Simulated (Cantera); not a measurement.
## Cu + H2O + N2 (metals in furnace atmospheres)

Charge: 1 mol Cu, 18 mol H2O, 140 mol N2, held at 10.0 mbar.

These are equilibrium values from Cantera (NASA tables, ideal gas, pure condensed phases), not measurements of a reactor. Candidate condensed phases: Cu, CuO, Cu(OH)2, Cu2O, H2O; 27 gas species. Mutual solubility and eutectic melting of coexisting phases are not modelled. Rates play no part.

```
T (K)   x N2  x H2O      x Cu     x H2      x O2      x OH      x NO  n Cu(s)  n Cu2O(s)  n Cu(l)
-----  -----  -----  --------  -------  --------  --------  --------  -------  ---------  -------
748    0.886  0.114    <1e-12  4.07e-8    <1e-12    <1e-12    <1e-12    1.000          0        0
798    0.886  0.114    <1e-12  8.84e-8    <1e-12  3.19e-12  2.72e-12    1.000          0        0
848    0.886  0.114  1.16e-12  1.77e-7  7.43e-12  2.86e-11  2.75e-11    1.000          0        0
898    0.886  0.114  1.63e-11  3.28e-7  1.06e-10  2.00e-10  2.14e-10    1.000    5.18e-5        0
948    0.886  0.114  1.73e-10  5.74e-7   1.14e-9   1.14e-9   1.34e-9    1.000    9.01e-5        0
998    0.886  0.114   1.44e-9  9.54e-7   9.67e-9   5.47e-9   6.96e-9    1.000   0.000146        0
1048   0.886  0.114   9.78e-9  1.51e-6   6.64e-8   2.25e-8   3.09e-8    1.000   0.000212        0
1098   0.886  0.114   5.57e-8  2.31e-6   3.81e-7   8.16e-8   1.19e-7    1.000   0.000220        0
1148   0.886  0.114   2.72e-7  3.70e-6   1.60e-6   2.54e-7   3.78e-7    1.000          0        0
1198   0.886  0.114   1.16e-6  7.67e-6   3.28e-6   6.18e-7   8.07e-7    1.000          0        0
1248   0.886  0.114   4.41e-6  1.50e-5   6.35e-6   1.40e-6   1.62e-6    0.999          0        0
1298   0.886  0.114   1.50e-5  2.79e-5   1.17e-5   2.99e-6   3.09e-6    0.998          0        0
1348   0.886  0.114   4.68e-5  4.96e-5   2.05e-5   6.02e-6   5.61e-6    0.993          0        0
1398   0.886  0.114  0.000130  8.47e-5   3.47e-5   1.15e-5   9.76e-6        0          0    0.979
```
x: gas mole fraction; n: condensed amount in mol.

From 748 K to 848 K the condensed part is Cu(s). From 898 K to 1098 K the condensed part is Cu(s) + Cu2O(s). From 1148 K to 1348 K the condensed part is Cu(s). At 1398 K the condensed part is Cu(l).
